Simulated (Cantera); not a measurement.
An isothermal, constant-pressure homogeneous reactor starts with 0.815 % CO, 0.599 % O2, 0.383 % H2O, 98.2 % N2, equivalence ratio 0.68, at 998 K and 2.70 bar.

Model: GRI-Mech 3.0 (53 species, 325 reactions), integrated in Cantera.

### Question
Predict: x(CO) at 20.0 s; x(O2) at 20.0 s; x(H2O) at 20.0 s; x(O) at 20.0 s; x(NO2) at 20.0 s; x(OH) at 20.0 s; x(NO) at 20.0 s.

### Answer
```
Quantity                                              Value
----------------  -----------------------------------------
x(CO) at 20.0 s   0.000330 (gas-phase equilibrium 6.51e-12)
x(O2) at 20.0 s     0.00209 (gas-phase equilibrium 0.00192)
x(H2O) at 20.0 s    0.00384 (gas-phase equilibrium 0.00385)
x(O) at 20.0 s     1.17e-8 (gas-phase equilibrium 3.97e-12)
x(NO2) at 20.0 s    4.36e-9 (gas-phase equilibrium 2.81e-8)
x(OH) at 20.0 s     1.50e-8 (gas-phase equilibrium 5.25e-9)
x(NO) at 20.0 s     1.35e-9 (gas-phase equilibrium 3.29e-6)
```
